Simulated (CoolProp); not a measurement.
R124 at several states: fugacity coefficient from the reference equation and from simpler models built on Tc = 122.3 °C, pc = 36.24 bar, ω = 0.288; each cubic takes its own stable root.

Model: reference Helmholtz-energy equation of state, de Vries 1995, in CoolProp.

| T (°C) | p (bar) | phase | reference |
|---|---|---|---|
| -36.55 | 19.2 | liquid | 0.01770 |
| 13.15 | 0.887 | gas | 0.9742 |
| 88.65 | 0.191 | gas | 0.9975 |

How far does each simpler model (Redlich-Kwong, Peng-Robinson) lie from the reference over these 3 states: mean and median of the absolute difference, and the worst?


- Redlich-Kwong: mean 42.3 %, median 0.5 %, worst +126.4 % at -36.55 °C and 19.2 bar
- Peng-Robinson: mean 0.7 %, median 0.2 %, worst +1.8 % at -36.55 °C and 19.2 bar
